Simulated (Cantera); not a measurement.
What does this Cantera script print?

```python
import numpy as np
import cantera as ct

gas_names = """
    F FO FO2 F2 F2O N NF NF2 NF3 NO NO2 NO3 N2 N2O O O2 O3 Si SiF SiF2 SiF3 SiF4 SiN SiO SiO2 Si2 Si2N
    Si3
""".split()
cond_names = """
    Si(cr) Si(L) SiO2(Lqz) SiO2(hqz) SiO2(L) Si2N2O(s) Si3N4(a)
""".split()


def load(file, names, dense=False):
    # The tables refer to 1 bar. Condensed volumes are neglected.
    table = {s.name: s for s in ct.Species.list_from_file(file)}
    out = []
    for n in names:
        d = dict(table[n].input_data)
        d["thermo"] = dict(d["thermo"], **{"reference-pressure": 1e5})
        if dense:
            d["equation-of-state"] = {"model": "constant-volume", "density": "1e6 g/cm^3"}
        out.append(ct.Species.from_dict(d))
    return out


gas = ct.Solution(thermo="ideal-gas", species=load("nasa_gas.yaml", gas_names))
cond = {s.name: ct.Solution(thermo="fixed-stoichiometry", species=[s], name=s.name)
        for s in load("nasa_condensed.yaml", cond_names, dense=True)}
atoms = {
    'SiF4': {'Si': 1, 'F': 4},
    'O2': {'O': 2},
    'N2': {'N': 2},
}
top_T = {'Si2N2O(s)': 2100, 'Si3N4(a)': 2400}  # K; cautious upper limits of use, not melting points


def equilibrate(T, P, feed):
    n = {}
    for name, mol in feed.items():
        for a, k in atoms[name].items():
            n[a] = n.get(a, 0.0) + k * mol
    gas.TPX = T, P, n
    mass = sum(n.values()) * gas.mean_molecular_weight
    gas.equilibrate("TP")
    valid = [c for c in cond.values() if c.min_temp <= T <= top_T.get(c.name, c.max_temp)]
    mix = ct.Mixture([(gas, mass / gas.mean_molecular_weight)] + [(c, 0.0) for c in valid])
    mix.T, mix.P = T, P
    mix.equilibrate("TP", solver="vcs", rtol=1e-11, max_steps=5000)
    return mix


results = []
T = 1625  # K
P = 73000  # Pa
for m in [0.41, 0.67, 1.1, 1.8, 3, 4.9, 8, 13]:
    feed = {'SiF4': 1, 'O2': m, 'N2': 1.4}  # mol
    mix = equilibrate(T, P, feed)
    results.append((T, P, feed, dict(zip(mix.species_names, mix.species_moles))))
    x = sorted(zip(gas.X, gas.species_names), reverse=True)
    print(f"T = {T:g} K  P = {P:g} Pa  n(O2) = {m:g} mol  gas = {mix.phase_moles(0):.4g} mol")
    print("   x: " + "  ".join(f"{s} {v:.3e}" for v, s in x if v > 1e-05))
    print("   condensed (mol): " + ("  ".join(f"{mix.phase(i).name} {mix.phase_moles(i):.4g}"
          for i in range(1, mix.n_phases) if mix.phase_moles(i) > 1e-12) or "none"))
```

Result:

```
T = 1625 K  P = 73000 Pa  n(O2) = 0.41 mol  gas = 2.81 mol
   x: N2 4.975e-01  SiF4 3.559e-01  O2 1.452e-01  NO 1.421e-03
   condensed (mol): SiO2(hqz) 2.786e-07
T = 1625 K  P = 73000 Pa  n(O2) = 0.67 mol  gas = 3.07 mol
   x: N2 4.552e-01  SiF4 3.257e-01  O2 2.174e-01  NO 1.664e-03  O 1.062e-05
   condensed (mol): SiO2(hqz) 6.223e-07
T = 1625 K  P = 73000 Pa  n(O2) = 1.1 mol  gas = 3.5 mol
   x: N2 3.991e-01  O2 3.133e-01  SiF4 2.857e-01  NO 1.870e-03  O 1.275e-05
   condensed (mol): SiO2(hqz) 1.032e-06
T = 1625 K  P = 73000 Pa  n(O2) = 1.8 mol  gas = 4.2 mol
   x: O2 4.276e-01  N2 3.323e-01  SiF4 2.381e-01  NO 1.994e-03  O 1.490e-05
   condensed (mol): SiO2(hqz) 1.547e-06
T = 1625 K  P = 73000 Pa  n(O2) = 3 mol  gas = 5.4 mol
   x: O2 5.545e-01  N2 2.583e-01  SiF4 1.852e-01  NO 2.002e-03  O 1.697e-05  NO2 1.052e-05
   condensed (mol): SiO2(hqz) 2.272e-06
T = 1625 K  P = 73000 Pa  n(O2) = 4.9 mol  gas = 7.3 mol
   x: O2 6.703e-01  N2 1.908e-01  SiF4 1.370e-01  NO 1.892e-03  O 1.865e-05  NO2 1.093e-05
   condensed (mol): SiO2(hqz) 3.261e-06
T = 1625 K  P = 73000 Pa  n(O2) = 8 mol  gas = 10.4 mol
   x: O2 7.684e-01  N2 1.338e-01  SiF4 9.615e-02  NO 1.696e-03  O 1.997e-05  NO2 1.049e-05
   condensed (mol): SiO2(hqz) 4.689e-06
T = 1625 K  P = 73000 Pa  n(O2) = 13 mol  gas = 15.4 mol
   x: O2 8.434e-01  N2 9.017e-02  SiF4 6.493e-02  NO 1.459e-03  O 2.092e-05
   condensed (mol): SiO2(hqz) 6.751e-06
```

Method: chemical equilibrium by Gibbs-energy minimisation in Cantera with the NASA 1993 tables (ideal gas, pure condensed phases).
